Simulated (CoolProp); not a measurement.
Model: reference Helmholtz-energy equation of state, Lemmon 2005, in CoolProp. It is a short technical equation, of lower accuracy than the large ones.

Problem. For cis-2-butene, give the phase and the density (kg/m³), cp (kJ/(kg K)), isothermal compressibility (1/MPa) at 471.7 K and 9.78 bar; 471.7 K and 19.6 bar; 471.7 K and 63.5 bar.

Solution. 
- 471.7 K and 9.78 bar: gas; density 15.0, cp 2.18, isothermal compressibility 1.10
- 471.7 K and 19.6 bar: gas; density 32.4, cp 2.28, isothermal compressibility 0.597
- 471.7 K and 63.5 bar: supercritical; density 209, cp 5.20, isothermal compressibility 0.390
